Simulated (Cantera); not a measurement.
A closed system holds: 1 mol Si(CH3)4, 0.035 mol C3H8, 13 mol H2, equilibrated at 2498 K and 10000 Pa.

Cantera equilibrium calculation (NASA polynomials, part measured and part estimated; ideal gas, pure solids and liquids). Candidate condensed phases: C, C6H6, C7H8, C8H18, Si, SiC; 87 gas species. Gases not in the tables: Si2H6 and higher silanes. Equilibrium is a limit: real reactors are often held back by kinetics, nucleation or transport.

Base state: H2 0.899, H 0.0747, Si 0.0112, C2H2 (acetylene) 0.00964, SiC2 0.00288, Si2C 0.00159, SiH 0.000886, SiH2 0.000218 (mole fractions); condensed: C(graphite) + SiC(s).

Question: What changes in the equilibrium state with this change: Si(CH3)4 replaced by (CH3)2SiCl2?

Answer: 
```json
[
 {"species": "H2", "before": "0.899", "after": "0.798"},
 {"species": "HCl", "before": "0", "after": "0.0948"},
 {"species": "H", "before": "0.0747", "after": "0.0704"},
 {"species": "Cl", "before": "0", "after": "0.00591"},
 {"species": "Si", "before": "0.0112", "after": "0.0112"},
 {"species": "SiCl2", "before": "0", "after": "0.00396"},
 {"species": "SiCl", "before": "0", "after": "0.00162"},
 {"species": "C2HCl", "before": "0", "after": "1.16e-5"},
 {"species": "C(graphite), mol", "before": "2.93", "after": "1.09"},
 {"species": "SiC(s), mol", "before": "0.627", "after": "0.565"}
]
```
The feed counts by its element totals alone. The tables' values for SiCl are old estimates; treat these amounts as uncertain.

Question: What changes in the equilibrium state with this change: pressure from 10000 Pa to 1330 Pa?

Answer: 
| species | before | after |
|---|---|---|
| H2 | 0.899 | 0.760 |
| H | 0.0747 | 0.188 |
| Si | 0.0112 | 0.0322 |
| CH4 | 1.22e-5 | 1.16e-6 |
| C3 | 4.82e-6 | 3.61e-5 |
| C(graphite), mol | 2.93 | 3.32 |
| SiC(s), mol | 0.627 | 0 |
